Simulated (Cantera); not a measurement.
An isothermal plug-flow reactor at 775 K and 705 Torr (inlet), inlet velocity 1.9 m/s, active area per volume 920 1/m; feed 1.47 % CO, 2.08 % O₂, 96.5 % N₂, equivalence ratio 0.35.

Detailed kinetics in Cantera: Deutschmann's 1995 Pt surface mechanism with GRI-Mech 3.0 gas chemistry. Catalytic surfaces can have several steady states; this one follows from the mechanism file's or the stated starting coverage. Mass transfer to the wall is taken as infinitely fast.

One state of this run: x CO = 0.0131; x O₂ = 0.0200; x H₂O = <1e-12; x CO₂ = 0.00158; θ free Pt = 0.120; θ O* = 0.00370; θ CO* = 0.877. x: gas mole fraction; θ: surface coverage.

Problem. Which value of z (m) does it belong to?
(A) 0.0031
(B) 0.014
(C) 0.00067
(D) 0.0086

Solution. C, 0.00067
